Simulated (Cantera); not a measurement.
A closed system holds: 1 mol Si(CH3)4, 69 mol H2, 0.73 mol CH4, held at 0.0100 bar.

Equilibrium computed with Cantera from the NASA thermochemical tables; the gas is ideal and each condensed phase is pure. Candidate condensed phases: C, C6H6, C7H8, C8H18, Si, SiC; 87 gas species. Gases not in the tables: Si2H6 and higher silanes. Kinetics and transport are ignored. All values below are at 2125 °C.

Base state: H2 0.838, H 0.144, Si 0.00940, C2H2 (acetylene) 0.00579, SiC2 0.00179, SiH 0.000267, Si2C 0.000240, C2H 5.71e-5 (mole fractions); condensed: C(graphite).

**Question.** What changes in the equilibrium state with this change: pressure from 0.0100 bar to 1.00 bar?

**Answer.** 
```csv
species,before,after
H2,0.838,0.977
H,0.144,0.0156
C2H2 (acetylene),0.00579,0.00675
Si,0.00940,0.000400
CH4,1.25e-6,0.000170
SiC2,0.00179,7.62e-5
CH3,3.97e-6,4.99e-5
C2H,5.71e-5,6.16e-6
"C(graphite), mol",3.43,2.71
"SiC(s), mol",0,0.937
```
